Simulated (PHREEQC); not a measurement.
Acid rinse or clean: an equilibrium model

Make-up at 25 °C: 0.096 mol/kgw HNO3, 0.26 mol/kgw FeCl3 and 0.0022 mol/kgw MgCl2. Closed to the air; pH follows from the charge balance.

The numbers come from PHREEQC with the ion-association model, wateq4f.dat.

This is a speciation only: nothing precipitates in the calculation.

### Question
Estimate the pH.

### Answer
pH 1.14.

### Question
In which forms is Cl present?

### Answer
Cl- 66 %, FeCl+2 21 %, FeCl2+ 13 % of the Cl.

Saturation is exceeded, for instance for Hematite (slow to form), Goethite (slow to form); the values hold only as long as no solid forms. Ionic strength above about 0.7 mol/kgw puts this run outside the model's range.
